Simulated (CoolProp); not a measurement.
A single-stage vapour-compression cycle with n-heptane: evaporating at 327.15 K (dew point), condensing at 368.15 K (bubble point), superheat 0 K, subcooling 5 K, compressor efficiency 0.75, no pressure losses. Each further row changes one setting.

The numbers come from the reference Helmholtz-energy equation of state, Span 2003 in CoolProp. It is a short technical equation, of lower accuracy than the large ones.

```tsv
case	cooling COP	pressure ratio	discharge temperature (K)	refrigerating effect (kJ/kg)	volumetric capacity (kJ/m³)
as stated	5.17	4.13	368.2	259	216
evaporating temperature 332.15 K	[?]	[?]	368.2	268	268
condensing temperature 363.15 K	[?]	[?]	363.1	272	226
subcooling 10 K	5.42	4.13	368.2	272	226
superheat 10 K	5.25	4.13	368.2	277	224
compressor efficiency 0.65	4.48	4.13	368.2	259	216
```

Complete the blanks.


- evaporating temperature 332.15 K, cooling COP: 6.13
- evaporating temperature 332.15 K, pressure ratio: 3.40
- condensing temperature 363.15 K, cooling COP: 6.05
- condensing temperature 363.15 K, pressure ratio: 3.54

The compression ends wet for: as stated; evaporating temperature 332.15 K; condensing temperature 363.15 K; subcooling 10 K; superheat 10 K; compressor efficiency 0.65.
